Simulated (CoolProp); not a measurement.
Vapour-liquid equilibrium of benzene (1) + n-decane (2) at 379.4 K; x and y are mole fractions of (1).

Model: multi-fluid Helmholtz-energy mixture model, Thol 2012 and Lemmon 2006; pair parameters Bell 2016, in CoolProp.

```json
[
 {"x": "0.05", "bubble pressure, mixture model (MPa)": "[?]", "bubble pressure, Raoult's law (MPa)": "0.02224", "y, mixture model": "0.482", "y, Raoult's law": "0.478"},
 {"x": "0.2", "bubble pressure, mixture model (MPa)": "[?]", "bubble pressure, Raoult's law (MPa)": "0.05231", "y, mixture model": "[?]", "y, Raoult's law": "0.813"},
 {"x": "0.35", "bubble pressure, mixture model (MPa)": "0.08690", "bubble pressure, Raoult's law (MPa)": "0.08239", "y, mixture model": "[?]", "y, Raoult's law": "0.904"},
 {"x": "0.5", "bubble pressure, mixture model (MPa)": "0.1166", "bubble pressure, Raoult's law (MPa)": "0.1125", "y, mixture model": "[?]", "y, Raoult's law": "0.946"},
 {"x": "0.65", "bubble pressure, mixture model (MPa)": "[?]", "bubble pressure, Raoult's law (MPa)": "0.1425", "y, mixture model": "[?]", "y, Raoult's law": "0.970"},
 {"x": "0.8", "bubble pressure, mixture model (MPa)": "0.1728", "bubble pressure, Raoult's law (MPa)": "0.1726", "y, mixture model": "0.982", "y, Raoult's law": "0.986"},
 {"x": "0.95", "bubble pressure, mixture model (MPa)": "0.2024", "bubble pressure, Raoult's law (MPa)": "0.2027", "y, mixture model": "0.996", "y, Raoult's law": "0.997"}
]
```

Problem. Complete the blanks.

Solution. 
- 0.05, bubble pressure, mixture model (MPa): 0.02259
- 0.2, bubble pressure, mixture model (MPa): 0.05509
- 0.2, y, mixture model: 0.817
- 0.35, y, mixture model: 0.903
- 0.5, y, mixture model: 0.942
- 0.65, bubble pressure, mixture model (MPa): 0.1448
- 0.65, y, mixture model: 0.965

The largest gap from Raoult's law is +5.5 % in bubble pressure, at x = 0.35. No azeotrope shows between x = 0.05 and 0.95.

Pair parameters are fitted to limited data, so mixtures are less certain than the pure fluids.
